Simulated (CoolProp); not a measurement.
A closed Brayton cycle with nitrogen: compressor inlet 321.15 K and 4.7 MPa, high pressure 16 MPa, turbine inlet 835 K, compressor efficiency 0.8, turbine efficiency 0.85, recuperator effectiveness 0.8 (on enthalpy, no pinch check). Each further row changes one setting.

Model: reference Helmholtz-energy equation of state, Span 2000, in CoolProp.

```csv
case,thermal efficiency (%),net work (kJ/kg),compressor to turbine work,compressor exit (K),turbine exit (K)
as stated,18.0,47.2,0.79,490.7,635.9
turbine inlet 785 K,13.9,33.4,0.84,490.7,[?]
compressor inlet 331.15 K,16.0,[?],0.82,505.8,635.9
high pressure 13.6 MPa,19.9,49.1,0.76,[?],659.1
recuperator effectiveness 0.5,15.2,47.2,0.79,490.7,635.9
```

Some entries are withheld; supply them.


- turbine inlet 785 K, turbine exit (K): 596.1
- compressor inlet 331.15 K, net work (kJ/kg): 41.3
- high pressure 13.6 MPa, compressor exit (K): 464.7
